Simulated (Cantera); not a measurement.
An adiabatic, constant-volume homogeneous reactor starts with 12.1 % CH4, 10.1 % O2, 77.8 % N2, equivalence ratio 2.4, at 1625 K and 100000 Pa.

Cantera simulation using GRI-Mech 3.0 (53 species, 325 reactions); the numbers are that mechanism's predictions, not measurements.

x: mole fraction; the columns are a selection and need not sum to one.

| t (s) | T (K) | P (bar) | x CH4 | x O2 | x C2H | x C2H4 | x NO | x O |
|---|---|---|---|---|---|---|---|---|
| 3.00e-6 | 1625 | 1.000 | 0.121 | 0.101 | <1e-12 | 1.83e-11 | <1e-12 | 1.83e-8 |
| 8.55e-6 | 1625 | 1.000 | 0.121 | 0.101 | <1e-12 | 7.69e-10 | <1e-12 | 2.25e-8 |
| 2.44e-5 | 1625 | 1.000 | 0.121 | 0.101 | <1e-12 | 2.59e-8 | <1e-12 | 3.64e-8 |
| 6.95e-5 | 1625 | 1.000 | 0.121 | 0.101 | <1e-12 | 8.94e-7 | <1e-12 | 8.76e-8 |
| 0.000198 | 1625 | 1.00 | 0.120 | 0.101 | <1e-12 | 3.00e-5 | 2.63e-12 | 2.78e-7 |
| 0.000564 | 1651 | 1.02 | 0.112 | 0.0963 | 2.00e-10 | 0.000978 | 7.01e-11 | 1.78e-6 |
| 0.00161 | 2378 | 1.67 | 0.000240 | 8.24e-7 | 9.90e-7 | 5.53e-7 | [?] | 4.44e-6 |
| 0.00458 | 2371 | 1.67 | 9.40e-10 | 1.03e-6 | <1e-12 | <1e-12 | [?] | 5.80e-6 |
| 0.0131 | 2372 | 1.67 | 8.69e-11 | 1.07e-6 | <1e-12 | <1e-12 | [?] | 6.00e-6 |
| 0.0372 | 2373 | 1.67 | 7.75e-11 | 1.07e-6 | <1e-12 | <1e-12 | [?] | 6.03e-6 |
| 0.106 | 2373 | 1.67 | 7.67e-11 | 1.07e-6 | <1e-12 | <1e-12 | 3.84e-5 | 6.03e-6 |
| 0.302 | 2373 | 1.67 | 7.66e-11 | 1.07e-6 | <1e-12 | <1e-12 | 3.83e-5 | 6.03e-6 |
| 0.862 | 2373 | 1.67 | 7.66e-11 | 1.07e-6 | <1e-12 | <1e-12 | 3.83e-5 | 6.03e-6 |
| 2.46 | 2373 | 1.67 | 7.66e-11 | 1.07e-6 | <1e-12 | <1e-12 | 3.83e-5 | 6.03e-6 |
| 7.00 | 2373 | 1.67 | 7.66e-11 | 1.07e-6 | <1e-12 | <1e-12 | 3.83e-5 | 6.03e-6 |

### Question
Complete the blanks.

### Answer

- 0.00161, x NO: 0.000174
- 0.00458, x NO: 0.000249
- 0.0131, x NO: 9.72e-5
- 0.0372, x NO: 4.55e-5
